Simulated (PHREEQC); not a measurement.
A made-up water analysis in mg/L, 25 °C, pH 3.66, pe 9.1:

```
constituent               mg/L
-----------------------  -----
Na                        56.1
K                         1.53
Ca                        84.6
Mg                        68.6
Cl                         124
S(6) as SO4                432
O(0) (dissolved oxygen)  0.373
B                        0.162
P as PO4                  4.75
F                         2.53
```

Valence states are taken as typed.

Computed with PHREEQC (ion-association model, wateq4f.dat).

No solid was allowed to form.

Q: Order these F species by the share of F that they hold, largest first: F-, CaF+, HF, MgF+.

A: F- (72 %), HF (21 %), MgF+ (6.3 %), CaF+ (0.64 %)

The pH is 3.66 and the ionic strength 0.0177 mol/kgw. H3PO4, which wateq4f.dat lacks, is added to it with the constant of phreeqc.dat. Real BF4- forms and hydrolyses slowly; the run takes it at equilibrium.
